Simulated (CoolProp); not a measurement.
A simple Rankine cycle with n-octane: condensing at 321.15 K, boiler at 0.117 MPa, turbine inlet 554 K, turbine efficiency 0.9, pump efficiency 0.8, no recuperator. Each further row changes one setting.

The numbers come from the reference Helmholtz-energy equation of state, Beckmüller 2019 in CoolProp.

```json
[
 {"case": "as stated", "thermal efficiency (%)": "[?]", "net work (kJ/kg)": "[?]", "heat in (kJ/kg)": "871", "turbine exit temperature (K)": "514.3", "volume ratio over the turbine": "18.1"},
 {"case": "turbine inlet 574 K", "thermal efficiency (%)": "11.4", "net work (kJ/kg)": "106", "heat in (kJ/kg)": "926", "turbine exit temperature (K)": "[?]", "volume ratio over the turbine": "18.1"},
 {"case": "condensing temperature 313.15 K", "thermal efficiency (%)": "12.9", "net work (kJ/kg)": "115", "heat in (kJ/kg)": "890", "turbine exit temperature (K)": "509.3", "volume ratio over the turbine": "[?]"},
 {"case": "boiler pressure 0.0819 MPa", "thermal efficiency (%)": "[?]", "net work (kJ/kg)": "90.2", "heat in (kJ/kg)": "872", "turbine exit temperature (K)": "519.2", "volume ratio over the turbine": "12.7"},
 {"case": "turbine efficiency 0.8", "thermal efficiency (%)": "[?]", "net work (kJ/kg)": "90.5", "heat in (kJ/kg)": "871", "turbine exit temperature (K)": "518.7", "volume ratio over the turbine": "[?]"}
]
```

**Question.** Fill in the missing entries.

**Answer.** 
- as stated, thermal efficiency (%): 11.7
- as stated, net work (kJ/kg): 102
- turbine inlet 574 K, turbine exit temperature (K): 534.0
- condensing temperature 313.15 K, volume ratio over the turbine: 26.4
- boiler pressure 0.0819 MPa, thermal efficiency (%): 10.3
- turbine efficiency 0.8, thermal efficiency (%): 10.4
- turbine efficiency 0.8, volume ratio over the turbine: 18.2
